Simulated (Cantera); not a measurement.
An adiabatic, constant-volume homogeneous reactor starts with CH4 : C2H6 : O2 : N2 : CO2 : H2 = 1 : 0.13 : 2.46 : 9.23 : 0.67 : 0.92 (molar parts), equivalence ratio 1.2, at 1150 K and 30.0 bar.

Computed with Cantera and GRI-Mech 3.0 (53 species, 325 reactions). The pressure lies above the range GRI-Mech 3.0 was tuned for (to about 10 atm).

**Question.** Predict: time of steepest temperature rise; temperature at 0.300 s; equilibrium temperature; x(O2) at 0.300 s; x(O) at 0.300 s; x(CH2O) at 0.300 s.

**Answer.** 
| Item | Result |
|---|---|
| time of steepest temperature rise | 0.446 ms |
| temperature at 0.300 s | 2995 K |
| equilibrium temperature | 2995 K |
| x(O2) at 0.300 s | 0.00254 (gas-phase equilibrium 0.00254) |
| x(O) at 0.300 s | 0.000635 (gas-phase equilibrium 0.000635) |
| x(CH2O) at 0.300 s | 3.55e-8 (gas-phase equilibrium 3.55e-8) |
